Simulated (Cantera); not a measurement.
Input: 1 mol CH2F2, 6.6 mol H2, held at 2602 °C and 133 Pa.

Cantera equilibrium calculation (NASA polynomials, part measured and part estimated; ideal gas, pure solids and liquids). Candidate condensed phases: C, C6H6, C7H8, C8H18; 95 gas species. The numbers say what is thermodynamically allowed, not how fast it happens.

Base state: H 0.765, HF 0.129, H2 0.0696, C3 0.0162, C 0.00718, F 0.00693, C2 0.00246, C2H 0.00198 (mole fractions); condensed: gas only.

**Question.** What changes in the equilibrium state with this change: CH2F2 replaced by C2F6?

**Answer.** 
```
species    before     after
-------  --------  --------
H           0.765     0.488
HF          0.129     0.392
C3         0.0162    0.0378
H2         0.0696    0.0284
F         0.00693    0.0330
CF2       4.81e-7   1.44e-5
CF       0.000399   0.00252
C5        8.54e-5  0.000351
```
The feed counts by its element totals alone.
